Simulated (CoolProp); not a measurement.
Tetrahydrofuran along the isotherm 360.3 K: density (kg/m³) from the reference equation and from simpler models built on Tc = 540.2 K, pc = 53.04 bar, ω = 0.234; each cubic takes its own stable root.

Model: reference Helmholtz-energy equation of state, Fiedler 2023, in CoolProp.

| p (bar) | phase | reference |
|---|---|---|
| 16.6 | liquid | 812.7 |
| 33.2 | liquid | 815.0 |
| 49.7 | liquid | 817.2 |
| 66.3 | liquid | 819.4 |
| 82.9 | liquid | 821.5 |
| 99.5 | liquid | 823.6 |
| 116 | liquid | 825.6 |
| 133 | liquid | 827.6 |
| 149 | liquid | 829.4 |
| 166 | liquid | 831.4 |
| 182 | liquid | 833.2 |
| 199 | liquid | 835.0 |
| 215 | liquid | 836.8 |
| 232 | liquid | 838.6 |
| 249 | liquid | 840.3 |
| 265 | liquid | 841.9 |

### Question
How far does each simpler model (van der Waals, Redlich-Kwong, Soave-Redlich-Kwong) lie from the reference over these 16 states: mean and median of the absolute difference, and the worst?

### Answer
- van der Waals: mean 35.9 %, median 35.7 %, worst -38.2 % at 360.3 K and 16.6 bar
- Redlich-Kwong: mean 8.5 %, median 8.4 %, worst -9.9 % at 360.3 K and 16.6 bar
- Soave-Redlich-Kwong: mean 6.2 %, median 6.2 %, worst -7.0 % at 360.3 K and 16.6 bar
